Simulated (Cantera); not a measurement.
An isothermal, constant-pressure homogeneous reactor starts with CH₄ : H₂O = 1 : 1.8 (molar parts), at 1625 K and 0.160 bar. Integrator tolerance rtol = 1e-08.

Cantera simulation using GRI-Mech 3.0 (53 species, 325 reactions); the numbers are that mechanism's predictions, not measurements.

Problem. What does this change do: pressure from 0.160 bar to 1.00 bar?

Solution. 
| quantity | before | after |
|---|---|---|
| x(CH₄) at 1.00 s | 0.0291 (gas-phase equilibrium 9.19e-9) | 0.0316 (gas-phase equilibrium 3.59e-7) |
| x(H₂O) at 1.00 s | 0.375 (gas-phase equilibrium 0.152) | 0.305 (gas-phase equilibrium 0.152) |
| x(CO₂) at 1.00 s | 0.0134 (gas-phase equilibrium 0.0148) | 0.0183 (gas-phase equilibrium 0.0148) |
| x(H) at 1.00 s | 0.000123 (gas-phase equilibrium 0.000142) | 5.07e-5 (gas-phase equilibrium 5.68e-5) |
| x(CH₂) at 1.00 s | 8.00e-8 (gas-phase equilibrium <1e-12) | 1.62e-8 (gas-phase equilibrium <1e-12) |
| x(C₂H) at 1.00 s | 8.09e-8 (gas-phase equilibrium <1e-12) | 1.80e-8 (gas-phase equilibrium <1e-12) |
| x(OH) at 1.00 s | 4.28e-6 (gas-phase equilibrium 1.42e-6) | 1.29e-6 (gas-phase equilibrium 5.68e-7) |

Problem. What does this change do: H2O 1.8 to 2.7 parts?

Solution. 
| quantity | before | after |
|---|---|---|
| x(CH₄) at 1.00 s | 0.0291 (gas-phase equilibrium 9.19e-9) | 0.0249 (gas-phase equilibrium 2.54e-9) |
| x(H₂O) at 1.00 s | 0.375 (gas-phase equilibrium 0.152) | 0.460 (gas-phase equilibrium 0.274) |
| x(CO₂) at 1.00 s | 0.0134 (gas-phase equilibrium 0.0148) | 0.0183 (gas-phase equilibrium 0.0242) |
| x(H) at 1.00 s | 0.000123 (gas-phase equilibrium 0.000142) | 0.000116 (gas-phase equilibrium 0.000132) |
| x(CH₂) at 1.00 s | 8.00e-8 (gas-phase equilibrium <1e-12) | 7.72e-8 (gas-phase equilibrium <1e-12) |
| x(C₂H) at 1.00 s | 8.09e-8 (gas-phase equilibrium <1e-12) | 6.06e-8 (gas-phase equilibrium <1e-12) |
| x(OH) at 1.00 s | 4.28e-6 (gas-phase equilibrium 1.42e-6) | 5.71e-6 (gas-phase equilibrium 2.76e-6) |
